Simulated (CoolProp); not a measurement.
R236EA along the isobar 728 kPa: fugacity coefficient from the reference equation and from simpler models built on Tc = 412.4 K, pc = 3414 kPa, ω = 0.368; each cubic takes its own stable root.

Computed with CoolProp (reference Helmholtz-energy equation of state, Rui 2013).

```
T (K)  phase  reference  van der Waals  Redlich-Kwong  Soave-Redlich-Kwong
-----  -----  ---------  -------------  -------------  -------------------
345.7    gas     0.8616         0.9040         0.8817               0.8699
354      gas     0.8732         0.9092         0.8893           (withheld)
362.3    gas     0.8836         0.9140         0.8963           (withheld)
370.6    gas     0.8929         0.9185         0.9027               0.8964
378.8    gas     0.9011         0.9227         0.9085               0.9037
387.1    gas     0.9086         0.9266         0.9140               0.9105
395.4    gas     0.9154         0.9302     (withheld)               0.9168
403.7    gas     0.9216         0.9336     (withheld)               0.9226
412      gas     0.9272         0.9368         0.9281               0.9280
```

Question: Some entries are withheld; supply them.

Answer: 
- 354, Soave-Redlich-Kwong: 0.8795
- 362.3, Soave-Redlich-Kwong: 0.8883
- 395.4, Redlich-Kwong: 0.9190
- 403.7, Redlich-Kwong: 0.9237
